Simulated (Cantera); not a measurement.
Feed: 1 mol SiCl4, 2.6 mol NH3, held at 100 Torr.

These are equilibrium values from Cantera (NASA tables, ideal gas, pure condensed phases), not measurements of a reactor. Candidate condensed phases: NH4Cl, Si, Si3N4; 28 gas species. Equilibrium is a limit: real reactors are often held back by kinetics, nucleation or transport.

Problem. Which condensed phases are stable at each of these points (T (K)): 823, 923, 1023, 1123, 1223, 1323, 1423, 1523, 1623, 1723, 1823, 1923?

Solution. 
```tsv
T (K)	condensed phases	Si condensed (%)
823	Si3N4(s)	52.1
923	Si3N4(s)	56.8
1023	Si3N4(s)	60.5
1123	Si3N4(s)	63.4
1223	Si3N4(s)	65.5
1323	Si3N4(s)	66.0
1423	Si3N4(s)	63.0
1523	Si3N4(s)	51.5
1623	Si3N4(s)	28.8
1723	Si3N4(s)	0.7
1823	gas only	0.0
1923	gas only	0.0
```

From 823 K to 1723 K the condensed part is Si3N4(s). From 1823 K to 1923 K nothing is condensed.
